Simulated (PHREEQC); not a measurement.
Na2CO3 is added in steps, without added water, to 1 kg of water holding 0.0028 mol/kgw H2SeO4, at 25 °C. O2 is buffered at 0.21 atm. CO2 from the air is kept out. Only these solids could form: Nahcolite, Natron.

Base run: PHREEQC, ion-association model, wateq4f.dat. Each further column changes one thing. The table gives HSeO4- (mol/kgw).

```json
[
 {"Na2CO3 added (mol)": "0", "base": "0.000400", "all activity coefficients set to 1": "0.000527", "metal-ligand complexes left out": "0.000400", "Davies equation for every ion": "0.000396", "Debye-Hückel limiting law": "0.000382"},
 {"Na2CO3 added (mol)": "0.00056", "base": "0.000328", "all activity coefficients set to 1": "0.000437", "metal-ligand complexes left out": "0.000328", "Davies equation for every ion": "0.000325", "Debye-Hückel limiting law": "0.000313"},
 {"Na2CO3 added (mol)": "0.00084", "base": "0.000290", "all activity coefficients set to 1": "0.000389", "metal-ligand complexes left out": "0.000290", "Davies equation for every ion": "0.000288", "Debye-Hückel limiting law": "0.000277"},
 {"Na2CO3 added (mol)": "0.0014", "base": "0.000213", "all activity coefficients set to 1": "0.000288", "metal-ligand complexes left out": "0.000213", "Davies equation for every ion": "0.000211", "Debye-Hückel limiting law": "0.000203"},
 {"Na2CO3 added (mol)": "0.00196", "base": "0.000131", "all activity coefficients set to 1": "0.000180", "metal-ligand complexes left out": "0.000131", "Davies equation for every ion": "0.000130", "Debye-Hückel limiting law": "0.000125"},
 {"Na2CO3 added (mol)": "0.00224", "base": "8.85e-5", "all activity coefficients set to 1": "0.000122", "metal-ligand complexes left out": "8.85e-5", "Davies equation for every ion": "8.77e-5", "Debye-Hückel limiting law": "8.41e-5"},
 {"Na2CO3 added (mol)": "0.0028", "base": "3.24e-6", "all activity coefficients set to 1": "4.22e-6", "metal-ligand complexes left out": "3.24e-6", "Davies equation for every ion": "3.23e-6", "Debye-Hückel limiting law": "3.12e-6"},
 {"Na2CO3 added (mol)": "0.00336", "base": "9.30e-8", "all activity coefficients set to 1": "1.14e-7", "metal-ligand complexes left out": "9.27e-8", "Davies equation for every ion": "9.34e-8", "Debye-Hückel limiting law": "9.06e-8"},
 {"Na2CO3 added (mol)": "0.00364", "base": "5.41e-8", "all activity coefficients set to 1": "6.66e-8", "metal-ligand complexes left out": "5.39e-8", "Davies equation for every ion": "5.43e-8", "Debye-Hückel limiting law": "5.26e-8"},
 {"Na2CO3 added (mol)": "0.0042", "base": "2.30e-8", "all activity coefficients set to 1": "2.86e-8", "metal-ligand complexes left out": "2.29e-8", "Davies equation for every ion": "2.31e-8", "Debye-Hückel limiting law": "2.23e-8"},
 {"Na2CO3 added (mol)": "0.00476", "base": "9.80e-9", "all activity coefficients set to 1": "1.23e-8", "metal-ligand complexes left out": "9.75e-9", "Davies equation for every ion": "9.84e-9", "Debye-Hückel limiting law": "9.48e-9"},
 {"Na2CO3 added (mol)": "0.00504", "base": "5.74e-9", "all activity coefficients set to 1": "7.23e-9", "metal-ligand complexes left out": "5.70e-9", "Davies equation for every ion": "5.76e-9", "Debye-Hückel limiting law": "5.54e-9"},
 {"Na2CO3 added (mol)": "0.0056", "base": "5.55e-10", "all activity coefficients set to 1": "6.53e-10", "metal-ligand complexes left out": "5.23e-10", "Davies equation for every ion": "5.59e-10", "Debye-Hückel limiting law": "5.45e-10"}
]
```
